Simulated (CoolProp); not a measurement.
Vapour-liquid equilibrium of R143a (1) + R134a (2) at 193.5 K; x and y are mole fractions of (1).

Values from CoolProp's multi-fluid Helmholtz-energy mixture model, Lemmon and Jacobsen 2000 and Tillner-Roth 1994; pair parameters Lemmon 2004.

Problem. Give the bubble pressure and the first vapour's composition at x = 0.35, 0.5, 0.8. Is there an azeotrope?

Solution. x = 0.35: 0.08038 bar, y = 0.694; x = 0.5: 0.09904 bar, y = 0.809; x = 0.8: 0.1362 bar, y = 0.944. No azeotrope shows between x = 0.05 and 0.95.

Pair parameters are fitted to limited data, so mixtures are less certain than the pure fluids.
